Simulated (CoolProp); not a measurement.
Vapour-liquid equilibrium of n-hexane (1) + m-xylene (2) at 158.55 °C; x and y are mole fractions of (1).

The numbers come from the multi-fluid Helmholtz-energy mixture model, Thol 2019 and Zhou 2012; pair parameters Bell 2016 in CoolProp.

| x | bubble pressure (MPa) | y at the bubble point | dew pressure at overall composition x (MPa) | liquid density (mol/L) |
|---|---|---|---|---|
| 0.05 | 0.2017 | 0.206 | 0.1737 | 6.893 |
| 0.15 | 0.2794 | 0.473 | 0.1907 | 6.817 |
| 0.25 | 0.3614 | 0.630 | 0.2114 | 6.734 |
| 0.35 | 0.4424 | 0.729 | 0.2372 | 6.643 |
| 0.45 | 0.5193 | 0.795 | 0.2703 | 6.544 |
| 0.55 | 0.5906 | 0.844 | 0.3143 | 6.438 |
| 0.65 | 0.6571 | 0.882 | 0.3753 | 6.325 |
| 0.75 | 0.7208 | 0.915 | 0.4646 | 6.207 |
| 0.85 | 0.7846 | 0.947 | 0.6011 | 6.085 |
| 0.95 | 0.8516 | 0.981 | 0.7903 | 5.962 |

No azeotrope shows between x = 0.05 and 0.95.

Pair parameters are fitted to limited data, so mixtures are less certain than the pure fluids.
